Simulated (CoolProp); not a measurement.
Vapour-liquid equilibrium of propylene (1) + isobutane (2) at 0.709 MPa; x and y are mole fractions of (1).

The numbers come from the multi-fluid Helmholtz-energy mixture model, Lemmon 2013 and Bücker 2006; pair parameters Bell 2016 in CoolProp.

```json
[
 {"x": "0.05", "bubble temperature (°C)": "47.1", "y at the bubble point": "0.129", "dew temperature at overall composition x (°C)": "49.7", "liquid density (mol/L)": "9.056"},
 {"x": "0.15", "bubble temperature (°C)": "40.8", "y at the bubble point": "0.309", "dew temperature at overall composition x (°C)": "46.3", "liquid density (mol/L)": "9.401"},
 {"x": "0.25", "bubble temperature (°C)": "36.2", "y at the bubble point": "0.438", "dew temperature at overall composition x (°C)": "42.8", "liquid density (mol/L)": "9.736"},
 {"x": "0.35", "bubble temperature (°C)": "32.3", "y at the bubble point": "0.546", "dew temperature at overall composition x (°C)": "39.3", "liquid density (mol/L)": "10.08"},
 {"x": "0.45", "bubble temperature (°C)": "28.7", "y at the bubble point": "0.644", "dew temperature at overall composition x (°C)": "35.8", "liquid density (mol/L)": "10.45"},
 {"x": "0.55", "bubble temperature (°C)": "24.9", "y at the bubble point": "0.737", "dew temperature at overall composition x (°C)": "32.2", "liquid density (mol/L)": "10.83"},
 {"x": "0.65", "bubble temperature (°C)": "20.9", "y at the bubble point": "0.821", "dew temperature at overall composition x (°C)": "28.4", "liquid density (mol/L)": "11.25"},
 {"x": "0.75", "bubble temperature (°C)": "16.7", "y at the bubble point": "0.894", "dew temperature at overall composition x (°C)": "24.3", "liquid density (mol/L)": "11.68"},
 {"x": "0.85", "bubble temperature (°C)": "12.5", "y at the bubble point": "0.950", "dew temperature at overall composition x (°C)": "19.4", "liquid density (mol/L)": "12.12"},
 {"x": "0.95", "bubble temperature (°C)": "8.4", "y at the bubble point": "0.988", "dew temperature at overall composition x (°C)": "12.5", "liquid density (mol/L)": "12.54"}
]
```

No azeotrope shows between x = 0.05 and 0.95.

Pair parameters are fitted to limited data, so mixtures are less certain than the pure fluids. The gap from Raoult's law changes sign with composition, which may be real or a fault of the pair parameters; it wasn't checked against measurements.
